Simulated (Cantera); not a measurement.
An isothermal, constant-pressure homogeneous reactor starts with 1.99 % H₂, 83.1 % O₂, 15.0 % N₂, equivalence ratio 0.012, at 1473 K and 25.5 Torr.

Model: GRI-Mech 3.0 (53 species, 325 reactions), integrated in Cantera. Radical loss at walls, strong at low pressure, is not modelled.

One state of this run: x H₂ = 0.0143; x O₂ = 0.826; x OH = 0.00262; x H₂O₂ = 3.28e-8; x O = 0.00343; x NO₂ = <1e-12; x HO₂ = 1.89e-6. x: mole fraction; the columns are a selection and need not sum to one.

Q: Which value of t (s) does it belong to?
(A) 0.00356
(B) 0.0200
(C) 0.632
(D) 0.000632

A: D, 0.000632
